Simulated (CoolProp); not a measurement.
Properties of R125 at several states (Tc = 339.2 K, pc = 3.618 MPa, ω = 0.305).

The numbers come from the reference Helmholtz-energy equation of state, Lemmon 2005 in CoolProp.

| T (K) | p (MPa) | phase | cp (kJ/(kg K)) | expansivity (1/kK) |
|---|---|---|---|---|
| 199.1 | 0.445 | liquid | 1.066 | 2.084 |
| 433.2 | 0.958 | gas | 0.9994 | 2.665 |
| 311.6 | 0.376 | gas | 0.8411 | 3.832 |
| 246.7 | 11.8 | liquid | 1.123 | 2.253 |
| 496.2 | 0.565 | gas | 1.053 | 2.128 |
